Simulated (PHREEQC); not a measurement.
Dissolve 1.6 mmol/kgw H2SO4, 0.51 mmol/kgw CuSO4 and 2 mmol/kgw MgSO4 at 25 °C. Closed to the air; pH follows from the charge balance.

All values are PHREEQC results (ion-association model, phreeqc.dat), not measurements.

| quantity | before | after |
|---|---|---|
| pH | 2.61 | 2.60 |
| ionic strength (mol/kgw) | 0.0115 | 0.0122 |
| SO4-2 (mol/kgw) | 0.00302 | 0.00323 |
| Mg+2 (mol/kgw) | 0.00153 | 0.00164 |
| HSO4- (mol/kgw) | 0.000519 | 0.000424 |
| MgSO4 (mol/kgw) | 0.000465 | 0.000355 |

Name the change that produced these shifts.
A. H2SO4 from 0.0016 to 0.00144 mol/kgw
B. H2SO4 from 0.0016 to 0.0032 mol/kgw
C. temperature from 25 to 10 °C
D. temperature from 25 to 50 °C
E. CuSO4 from 0.00051 to 0.000561 mol/kgw

C, temperature from 25 to 10 °C

Precipitation was switched off in this run. Away from 25 °C the constants follow the database's enthalpies or fits; those with neither stay at their 25 °C values.
